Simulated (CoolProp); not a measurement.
Values from CoolProp's reference Helmholtz-energy equation of state, Span 2000.

Give the vapour pressure (bar), enthalpy of vaporisation (kJ/kg), surface tension (mN/m) of saturated nitrogen at 106.1 K.


```csv
T (K),p (bar),enthalpy of vaporisation (kJ/kg),surface tension (mN/m)
106.1,11.6,146,2.94
```

Surface tension comes from a separate correlation (Mulero 2012).
